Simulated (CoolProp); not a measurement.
Properties of isobutane along the isobar 11100 kPa (Tc = 407.8 K, pc = 3629 kPa, ω = 0.184).

Computed with CoolProp (reference Helmholtz-energy equation of state, Bücker 2006).

| T (K) | phase | speed of sound (m/s) | Joule-Thomson coefficient (K/MPa) | expansivity (1/kK) |
|---|---|---|---|---|
| 122.8 | liquid | 1950 | -0.6734 | 1.234 |
| 146.1 | liquid | 1780 | -0.6387 | 1.270 |
| 169.4 | liquid | 1631 | -0.6043 | 1.315 |
| 192.7 | liquid | 1493 | -0.5683 | 1.370 |
| 216 | liquid | 1362 | -0.5290 | 1.438 |
| 239.3 | liquid | 1238 | -0.4847 | 1.521 |
| 262.6 | liquid | 1119 | -0.4339 | 1.624 |
| 286 | liquid | 1004 | -0.3742 | 1.755 |
| 309.3 | liquid | 894.3 | -0.3028 | 1.923 |
| 332.6 | liquid | 789.1 | -0.2138 | 2.143 |
| 355.9 | liquid | 688.3 | -0.09803 | 2.440 |
| 379.2 | liquid | 591.9 | 0.05992 | 2.848 |
| 402.5 | liquid | 501.0 | 0.2857 | 3.418 |
| 425.8 | supercritical | 417.8 | 0.6204 | 4.216 |
